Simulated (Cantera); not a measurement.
Input: 1 mol Si3N4, 0.018 mol Si, 4.4 mol N2, at 62.0 Pa.

Equilibrium computed with Cantera from the NASA thermochemical tables; the gas is ideal and each condensed phase is pure. Candidate condensed phases: Si, Si3N4; 7 gas species. The tables' values for SiN are old estimates; treat these amounts as uncertain. Kinetics and transport are ignored. All values below are at 2373 K.

Base state: N2 0.680, Si 0.318, SiN 0.000806, Si2 0.000788, Si2N 8.83e-5, Si3 1.62e-5 (mole fractions); condensed: gas only.

**Question.** What changes in the equilibrium state with this change: pressure from 62.0 Pa to 0.720 bar?

**Answer.** 
```tsv
species	before	after
N2	0.680	0.997
Si	0.318	0.00242
SiN	0.000806	0.000253
Si2	0.000788	5.30e-5
Si2N	8.83e-5	0.000245
Si3	1.62e-5	9.62e-6
Si(l), mol	0	3.00
```
